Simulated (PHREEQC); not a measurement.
Dissolve 0.0016 mol/kgw CdI2 at 25 °C. Closed to the air; pH follows from the charge balance.

All values are PHREEQC results (ion-association model, wateq4f.dat), not measurements.

Precipitation was switched off in this run.

Task: Estimate the pH, ionic strength.

Result: pH 6.53; ionic strength 0.00400 mol/kgw.

Task: In which forms is Cd present?

Result: Cd+2 76 %, CdI+ 23 %, CdI2 1.5 % of the Cd.
